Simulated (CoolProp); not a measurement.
Vapour pressure (bar) of decamethyltetrasiloxane (MD2M): the reference equation beside estimates from Tc = 599.4 K, pc = 11.44 bar, ω = 0.635.

Model: reference Helmholtz-energy equation of state, Thol 2017, in CoolProp.

| T (K) | reference | Redlich-Kwong | Peng-Robinson |
|---|---|---|---|
| 280.8 | 0.0001172 | 0.009985 | 0.0001976 |
| 298 | 0.0005181 | 0.02387 | 0.0007636 |
| 315.3 | 0.001874 | 0.05082 | 0.002492 |
| 332.6 | 0.005705 | 0.09807 | 0.007010 |
| 349.9 | 0.01504 | 0.1745 | 0.01742 |
| 367.1 | 0.03502 | 0.2897 | 0.03879 |
| 384.4 | 0.07409 | 0.4561 | 0.07938 |
| 401.7 | 0.1439 | 0.6850 | 0.1505 |
| 419 | 0.2600 | 0.9887 | 0.2675 |
| 436.2 | 0.4404 | 1.377 | 0.4481 |
| 453.5 | 0.7101 | 1.866 | 0.7178 |
| 470.8 | 1.095 | 2.466 | 1.103 |
| 488 | 1.620 | 3.183 | 1.632 |

Absolute difference from the reference over all 13 rows, mean and median: Redlich-Kwong 1593.4 and 515.6 %, Peng-Robinson 16.7 and 7.1 %.
